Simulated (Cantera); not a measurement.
Feed: 1 mol FeS, 3 mol H2S, 0.2 mol H2O, equilibrated at 100 Torr.

Method: chemical equilibrium by Gibbs-energy minimisation in Cantera with the NASA 1993 tables (ideal gas, pure condensed phases). Candidate condensed phases: Fe, FeO, Fe(OH)2, Fe(OH)3, FeS, FeSO4, FeS2, Fe2O3, Fe2(SO4)3, Fe3O4, H2O, H2SO4, S; 22 gas species. FeS: taken at fixed stoichiometry. The numbers say what is thermodynamically allowed, not how fast it happens.

Q: At 725 K, list the 3 most abundant gas species with their mole fractions, and the condensed phases.

A: H2S 0.841, H2 0.0964, H2O 0.0625. Condensed: FeS(s) + FeS2(s).
